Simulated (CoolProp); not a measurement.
C3F8 (R218) at 388.76 K and 1.95 MPa is throttled through a valve to 0.816 MPa with no heat exchange. Each further row changes one setting.

Computed with CoolProp (reference Helmholtz-energy equation of state, Lemmon 2006). It is a short technical equation, of lower accuracy than the large ones.

| case | temperature change (K) | final density (kg/m³) |
|---|---|---|
| as stated | -7.8 | 52.4 |
| outlet pressure 0.245 MPa | -11.5 | 15.0 |
| outlet pressure 1.06 MPa | -6.2 | 69.4 |
